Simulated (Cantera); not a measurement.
Cantera run, input and output.

```python
import numpy as np
import cantera as ct

surf = ct.Interface("diamond.yaml", "diamond_100")
gas, bulk = surf.adjacent["gas"], surf.adjacent["diamond"]
k = surf.kinetics_species_index(bulk.species_names[0])
cover = ["c6HH", "c6H*", "c6*H", "c6**", "c6HM", "c6B"]

rows, drift = [], 0.0
print(f"{'T':>10s}{'um/h':>11s}" + "".join(f"{s:>11s}" for s in cover))
for v in [925, 1000, 1075, 1150, 1225, 1300, 1375]:
    T, P, xH, xCH3 = v, 22000, 0.00081, 0.00022
    gas.TPX = T, P, {"H": xH, "CH3": xCH3, "CH4": 0.03, "H2": 1 - xH - xCH3 - 0.03}
    surf.TP = bulk.TP = T, P
    surf.coverages = "c6H*:0.1, c6HH:0.9"
    surf.advance_coverages(100.0)
    before = surf.coverages
    surf.advance_coverages(100.0)
    drift = max(drift, np.max(np.abs(surf.coverages - before) / (surf.coverages + 1e-9)))
    rate = surf.net_production_rates[k] * bulk.mean_molecular_weight / bulk.density * 3.6e9
    rows.append([rate, *surf[cover].coverages])
    print(f"{v:10.4g}{rate:11.4e}" + "".join(f"{x:11.3e}" for x in rows[-1][1:]))
```

It prints:

```
         T       um/h       c6HH       c6H*       c6*H       c6**       c6HM        c6B
       925 1.3449e+01  5.367e-01  9.737e-03  2.499e-01  3.911e-03  1.570e-01  3.650e-08
      1000 1.9461e+01  5.103e-01  1.532e-02  3.131e-01  7.074e-03  1.125e-01  5.281e-08
      1075 2.2177e+01  4.883e-01  2.233e-02  3.751e-01  1.143e-02  6.926e-02  6.018e-08
      1150 1.6418e+01  4.725e-01  3.060e-02  4.333e-01  1.668e-02  2.863e-02  4.455e-08
      1225 8.9761e+00  4.525e-01  3.870e-02  4.717e-01  2.164e-02  7.750e-03  2.436e-08
      1300 5.8732e+00  4.338e-01  4.582e-02  4.893e-01  2.541e-02  1.801e-03  1.594e-08
      1375 4.7103e+00  4.234e-01  5.204e-02  4.938e-01  2.793e-02  4.195e-04  1.278e-08
```

Detailed kinetics in Cantera: the Harris–Goodwin 1993 mechanism for the reconstructed diamond (100) surface.
